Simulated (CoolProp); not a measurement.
Properties of sulfur hexafluoride at several states (Tc = 318.7 K, pc = 3755 kPa, ω = 0.210).

Computed with CoolProp (reference Helmholtz-energy equation of state, Guder 2009).

| T (K) | p (kPa) | phase | density (kg/m³) | cv (kJ/(kg K)) | expansivity (1/kK) |
|---|---|---|---|---|---|
| 568.5 | 2760 | gas | 87.05 | 0.8649 | 2.006 |
| 577.2 | 4920 | supercritical | 154.1 | 0.8717 | 2.135 |
| 362.6 | 30.1 | gas | 1.461 | 0.6989 | 2.775 |
